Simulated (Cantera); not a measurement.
Input (Python, Cantera) and output of one run.

```python
import numpy as np
import cantera as ct

gas_names = """
    AL ALCL ALCL2 ALCL3 ALH ALN AL2 AL2CL6 CL CL2 H HCL H2 N NH NH2 NH3 N2 N2H2 N2H4
""".split()
cond_names = """
    AL(cr) AL(L) ALCL3(s) ALCL3(L) ALN(s) NH4CL(a) NH4CL(b)
""".split()


# ... load() reads the species with a 1 bar reference pressure and builds the phases ...
atoms = {
    'AlN': {'AL': 1, 'N': 1},
    'HCl': {'H': 1, 'CL': 1},
    'H2': {'H': 2},
}
top_T = {'ALN(s)': 2750}  # K; cautious upper limits of use, not melting points


# ... equilibrate(T, P, feed) seeds the gas with the atoms and calls Mixture.equilibrate('TP', solver="vcs", rtol=1e-11, max_steps=5000) ...
results = []
feed = {'AlN': 1, 'HCl': 1.3, 'H2': 5.3}  # mol
T = 1973  # K
P = 16000  # Pa
mix = equilibrate(T, P, feed)
results.append((T, P, feed, dict(zip(mix.species_names, mix.species_moles))))
print(gas.report(threshold=0.001))
for i in range(1, mix.n_phases):
    print(f"{mix.phase(i).name:16s} {mix.phase_moles(i):12.5e} mol")
```

Output:

```
       temperature   1973 K
          pressure   16000 Pa
           density   0.012757 kg/m^3
  mean mol. weight   13.079 kg/kmol
   phase of matter   gas

                          1 kg             1 kmol
                     ---------------   ---------------
          enthalpy         3.276e+06        4.2846e+07  J
   internal energy        2.0217e+06        2.6442e+07  J
           entropy             17678        2.3121e+05  J/K
    Gibbs function       -3.1602e+07       -4.1332e+08  J
 heat capacity c_p            2674.1             34975  J/K
 heat capacity c_v            2038.4             26660  J/K

                      mass frac. Y      mole frac. X     chem. pot. / RT
                     ---------------   ---------------   ---------------
              ALCL           0.58652           0.12287           -39.067
             ALCL2          0.058917         0.0078725            -65.54
             ALCL3          0.010574         0.0010372           -92.013
                 H          0.000228         0.0029583           -10.766
               HCL            0.0831          0.029811           -37.239
                H2           0.11855           0.76912           -21.532
                N2           0.14139          0.066009           -31.446
     [  +13 minor]        0.00072644        0.00032461

AL(L)             0.00000e+00 mol
ALCL3(L)          0.00000e+00 mol
ALN(s)            0.00000e+00 mol
```

Cantera equilibrium calculation (NASA polynomials, part measured and part estimated; ideal gas, pure solids and liquids). The tables' values for AlCl2 are old estimates; treat these amounts as uncertain.
